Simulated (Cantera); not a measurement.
Charge: 1 mol CuO, 2.7 mol C, 0.44 mol H₂, at 627 °C and 1.33 mbar.

Cantera equilibrium calculation (NASA polynomials, part measured and part estimated; ideal gas, pure solids and liquids). Candidate condensed phases: C, C₆H₆, C₇H₈, C₈H₁₈, Cu, CuO, Cu(OH)₂, Cu₂O, H₂O; 113 gas species. Kinetics and transport are ignored.

Base state: CO 0.690, H₂ 0.306, CO₂ 0.00354, H₂O 0.000683, CH₄ 3.90e-5 (mole fractions); condensed: C(graphite) + Cu(s).

Problem. What changes in the equilibrium state with this change: H₂ from 0.44 to 4.9 mol?

Solution. 
| species | before | after |
|---|---|---|
| H₂ | 0.306 | 0.830 |
| CO | 0.690 | 0.169 |
| H₂O | 0.000683 | 0.000454 |
| CO₂ | 0.00354 | 0.000212 |
| CH₄ | 3.90e-5 | 0.000287 |
| C(graphite), mol | 1.71 | 1.70 |
| Cu(s), mol | 1.00 | 1.00 |
